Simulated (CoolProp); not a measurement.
Saturation properties of fluorine (Tc = -128.7 °C, pc = 5.240 MPa, ω = 0.045).

Computed with CoolProp (reference Helmholtz-energy equation of state, de Reuck 1990).

```
T (°C)   p (MPa)  enthalpy of vaporisation (kJ/kg)  surface tension (mN/m)
-------  -------  --------------------------------  ----------------------
-179.15        …                             165.3                    11.0
-175.65   0.3473                             161.4                    10.1
-172.15   0.4631                             157.1                    9.20
-168.65   0.6052                             152.6                    8.31
-165.15   0.7766                                 …                       …
-161.65   0.9809                             142.5                    6.57
-158.15    1.221                             136.8                    5.73
-154.65        …                             130.6                    4.91
-151.15    1.824                             123.7                    4.11
-147.65    2.195                             116.0                    3.34
```

**Question.** Complete the blanks.

**Answer.** 
- -179.15, p (MPa): 0.2546
- -165.15, enthalpy of vaporisation (kJ/kg): 147.8
- -165.15, surface tension (mN/m): 7.43
- -154.65, p (MPa): 1.501

It boils at -188.1 °C under 1 atm.

Surface tension comes from a separate correlation (Mulero 2012).
